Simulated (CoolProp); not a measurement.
Vapour-liquid equilibrium of R114 (1) + n-heptane (2) at 383.4 K; x and y are mole fractions of (1).

Model: multi-fluid Helmholtz-energy mixture model, Platzer 1990 and Span 2003; pair parameters Bell 2016, in CoolProp. This equation is an older, rougher fit; its heat capacities, sound speeds and derivatives of the liquid may be far off and weren't checked against measurements.

| x | bubble pressure, mixture model (MPa) | bubble pressure, Raoult's law (MPa) | y, mixture model | y, Raoult's law |
|---|---|---|---|---|
| 0.05 | 0.2357 | 0.2214 | 0.405 | 0.392 |
| 0.15 | 0.4188 | 0.3807 | 0.678 | 0.683 |
| 0.25 | 0.5909 | 0.5399 | 0.782 | 0.803 |
| 0.35 | 0.7499 | 0.6992 | 0.837 | 0.868 |
| 0.45 | 0.8970 | 0.8584 | 0.873 | 0.909 |
| 0.55 | 1.036 | 1.018 | 0.899 | 0.937 |
| 0.65 | 1.171 | 1.177 | 0.921 | 0.958 |
| 0.75 | 1.310 | 1.336 | 0.941 | 0.973 |
| 0.85 | 1.462 | 1.495 | 0.962 | 0.986 |
| 0.95 | 1.635 | 1.655 | 0.986 | 0.996 |

The largest gap from Raoult's law is +10.0 % in bubble pressure, at x = 0.15. No azeotrope shows between x = 0.05 and 0.95.

The pair parameters rest on a limited set of measurements; away from them the model extrapolates. The gap from Raoult's law changes sign with composition, which may be real or a fault of the pair parameters; it wasn't checked against measurements.
